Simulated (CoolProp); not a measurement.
m-xylene along the isotherm 620 K: Z from the reference equation and from simpler models built on Tc = 616.9 K, pc = 3535 kPa, ω = 0.326; each cubic takes its own stable root.

Computed with CoolProp (reference Helmholtz-energy equation of state, Zhou 2012).

| p (kPa) | phase | reference | van der Waals | Soave-Redlich-Kwong | Peng-Robinson |
|---|---|---|---|---|---|
| 1610 | gas | 0.8160 | 0.8471 | 0.8287 | 0.8124 |
| 3210 | gas | 0.5362 | 0.5994 | 0.5682 | 0.5401 |
| 4820 | supercritical | 0.2217 | 0.3306 | 0.2795 | 0.2529 |
| 6430 | supercritical | 0.2724 | 0.4007 | 0.3306 | 0.2980 |
| 8030 | supercritical | 0.3247 | 0.4740 | 0.3859 | 0.3472 |
| 9640 | supercritical | 0.3771 | 0.5476 | 0.4415 | 0.3970 |
| 11200 | supercritical | 0.4272 | 0.6181 | 0.4948 | 0.4447 |
| 12900 | supercritical | 0.4812 | 0.6940 | 0.5520 | 0.4960 |
| 14500 | supercritical | 0.5312 | 0.7646 | 0.6050 | 0.5435 |
| 16100 | supercritical | 0.5807 | 0.8345 | 0.6572 | 0.5904 |
| 17700 | supercritical | 0.6296 | 0.9036 | 0.7088 | 0.6368 |
